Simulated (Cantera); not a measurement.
A perfectly stirred reactor is fed with 90.9 % NO, 9.09 % N2, at 735 Torr; it is held at 2023 K, and followed from long to short residence time.

Computed with Cantera and GRI-Mech 3.0 (53 species, 325 reactions).

Problem. Predict: x(NO) at τ = 0.770 s; x(O2) at τ = 0.770 s; x(NO2) at τ = 0.770 s; x(N2) at τ = 0.770 s; x(O) at τ = 0.770 s; x(NO) at τ = 50.0 ms; x(O2) at τ = 50.0 ms; x(NO2) at τ = 50.0 ms; x(N2) at τ = 50.0 ms; x(O) at τ = 50.0 ms.

Solution. 
```json
{
  "x(NO) at τ = 0.770 s": "0.343",
  "x(O2) at τ = 0.770 s": "0.282",
  "x(NO2) at τ = 0.770 s": "0.000655",
  "x(N2) at τ = 0.770 s": "0.374",
  "x(O) at τ = 0.770 s": "0.000437",
  "x(NO) at τ = 50.0 ms": "0.798",
  "x(O2) at τ = 50.0 ms": "0.0547",
  "x(NO2) at τ = 50.0 ms": "0.000727",
  "x(N2) at τ = 50.0 ms": "0.146",
  "x(O) at τ = 50.0 ms": "0.000218"
}
```
